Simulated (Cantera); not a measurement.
A closed system holds: 1 mol SrCl₂, 3.8 mol HCl, 3 mol N₂, at 1825 K and 0.640 bar.

Cantera equilibrium calculation (NASA polynomials, part measured and part estimated; ideal gas, pure solids and liquids). Candidate condensed phases: NH₄Cl, Sr, SrCl₂; 15 gas species. Kinetics and transport are ignored.

Base state: HCl 0.532, N₂ 0.423, SrCl₂ 0.0379, Cl 0.00457, H₂ 0.00238, Cl₂ 0.000106, H 2.69e-5 (mole fractions); condensed: SrCl₂(l).

**Question.** What changes in the equilibrium state with this change: pressure from 0.640 bar to 0.0140 bar?

**Answer.** 
```csv
species,before,after
HCl,0.532,0.468
N₂,0.423,0.382
SrCl₂,0.0379,0.127
Cl,0.00457,0.0153
H,2.69e-5,0.000323
Cl₂,0.000106,2.61e-5
"SrCl₂(l), mol",0.731,0
```
